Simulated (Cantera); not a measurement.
## CH3SiH3 + C2H4 + H2 (silicon carbide growth)

Input: 1 mol CH3SiH3, 0.097 mol C2H4, 870 mol H2, at 0.0100 bar.

Equilibrium computed with Cantera from the NASA thermochemical tables; the gas is ideal and each condensed phase is pure. Candidate condensed phases: C, C6H6, C7H8, C8H18, Si, SiC; 87 gas species. The feed counts by its element totals alone. Equilibrium is a limit: real reactors are often held back by kinetics, nucleation or transport.

From 923 K to 1123 K the condensed part is SiC(s). From 1173 K to 1523 K the condensed part is C(graphite) + SiC(s).

```json
[
 {"T (K)": "923", "log p H2": "-2.00", "log p H": "-10.61", "log p CH4": "-5.65", "log p C2H2 (acetylene)": "-13.96", "log p CH3": "-13.05", "log p C2H4": "-12.44", "log p SiH2": "<-14", "log p Si": "<-14", "n SiC(s)": "1.00", "n C(graphite)": "0"},
 {"T (K)": "973", "log p H2": "-2.00", "log p H": "-9.97", "log p CH4": "-5.65", "log p C2H2 (acetylene)": "-12.79", "log p CH3": "-12.39", "log p C2H4": "-11.81", "log p SiH2": "<-14", "log p Si": "<-14", "n SiC(s)": "1.00", "n C(graphite)": "0"},
 {"T (K)": "1023", "log p H2": "-2.00", "log p H": "-9.38", "log p CH4": "-5.65", "log p C2H2 (acetylene)": "-11.74", "log p CH3": "-11.79", "log p C2H4": "-11.24", "log p SiH2": "<-14", "log p Si": "<-14", "n SiC(s)": "1.00", "n C(graphite)": "0"},
 {"T (K)": "1073", "log p H2": "-2.00", "log p H": "-8.85", "log p CH4": "-5.65", "log p C2H2 (acetylene)": "-10.77", "log p CH3": "-11.25", "log p C2H4": "-10.72", "log p SiH2": "<-14", "log p Si": "<-14", "n SiC(s)": "1.00", "n C(graphite)": "0"},
 {"T (K)": "1123", "log p H2": "-2.00", "log p H": "-8.37", "log p CH4": "-5.65", "log p C2H2 (acetylene)": "-9.90", "log p CH3": "-10.76", "log p C2H4": "-10.25", "log p SiH2": "-13.52", "log p Si": "<-14", "n SiC(s)": "1.00", "n C(graphite)": "0"},
 {"T (K)": "1173", "log p H2": "-2.00", "log p H": "-7.93", "log p CH4": "-5.71", "log p C2H2 (acetylene)": "-9.21", "log p CH3": "-10.36", "log p C2H4": "-9.94", "log p SiH2": "-13.01", "log p Si": "<-14", "n SiC(s)": "1.00", "n C(graphite)": "0.0241"},
 {"T (K)": "1223", "log p H2": "-2.00", "log p H": "-7.52", "log p CH4": "-5.88", "log p C2H2 (acetylene)": "-8.81", "log p CH3": "-10.11", "log p C2H4": "-9.87", "log p SiH2": "-12.44", "log p Si": "<-14", "n SiC(s)": "1.00", "n C(graphite)": "0.0774"},
 {"T (K)": "1273", "log p H2": "-2.00", "log p H": "-7.15", "log p CH4": "-6.03", "log p C2H2 (acetylene)": "-8.43", "log p CH3": "-9.88", "log p C2H4": "-9.81", "log p SiH2": "-11.91", "log p Si": "-13.33", "n SiC(s)": "1.00", "n C(graphite)": "0.111"},
 {"T (K)": "1323", "log p H2": "-2.00", "log p H": "-6.80", "log p CH4": "-6.17", "log p C2H2 (acetylene)": "-8.08", "log p CH3": "-9.67", "log p C2H4": "-9.76", "log p SiH2": "-11.43", "log p Si": "-12.53", "n SiC(s)": "1.00", "n C(graphite)": "0.133"},
 {"T (K)": "1373", "log p H2": "-2.00", "log p H": "-6.48", "log p CH4": "-6.30", "log p C2H2 (acetylene)": "-7.76", "log p CH3": "-9.48", "log p C2H4": "-9.70", "log p SiH2": "-10.97", "log p Si": "-11.78", "n SiC(s)": "1.000", "n C(graphite)": "0.147"},
 {"T (K)": "1423", "log p H2": "-2.00", "log p H": "-6.18", "log p CH4": "-6.42", "log p C2H2 (acetylene)": "-7.46", "log p CH3": "-9.29", "log p C2H4": "-9.66", "log p SiH2": "-10.55", "log p Si": "-11.09", "n SiC(s)": "1.000", "n C(graphite)": "0.155"},
 {"T (K)": "1473", "log p H2": "-2.00", "log p H": "-5.90", "log p CH4": "-6.53", "log p C2H2 (acetylene)": "-7.19", "log p CH3": "-9.12", "log p C2H4": "-9.61", "log p SiH2": "-10.16", "log p Si": "-10.45", "n SiC(s)": "1.000", "n C(graphite)": "0.157"},
 {"T (K)": "1523", "log p H2": "-2.00", "log p H": "-5.64", "log p CH4": "-6.64", "log p C2H2 (acetylene)": "-6.93", "log p CH3": "-8.97", "log p C2H4": "-9.57", "log p SiH2": "-9.80", "log p Si": "-9.84", "n SiC(s)": "1.000", "n C(graphite)": "0.153"}
]
```
log p: log10 of the partial pressure in bar; n: condensed amount in mol.
